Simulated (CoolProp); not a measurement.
c-C4F8 (RC318) at 298.15 K and 1.44 MPa flows at 1.4 m/s in a round tube of 4.6 mm bore and 1.5 µm roughness, fully developed (64/Re and Nu = 3.66 if laminar; Colebrook and Gnielinski if turbulent). Each further row changes one setting.

Model: reference Helmholtz-energy equation of state, Platzer 1990, in CoolProp. This equation is an older, rougher fit; its heat capacities, sound speeds and derivatives of the liquid may be far off and weren't checked against measurements.

| case | Reynolds number | Darcy friction factor | pressure drop (Pa/m) | heat-transfer coefficient (W/(m² K)) | mass flow (kg/h) |
|---|---|---|---|---|---|
| as stated | 26000 | 0.0251 | 8050 | 2600 | 126 |
| velocity 2.8 m/s | 51900 | 0.0219 | 28100 | 4830 | 252 |
| diameter 9.2 mm | 51900 | 0.0213 | 3420 | 2370 | 505 |

Viscosity comes from a separate model (Huber 2003), an estimate that may be off by 10 % or more. Thermal conductivity comes from a separate model (Huber 2003), an estimate that may be off by 10 % or more.
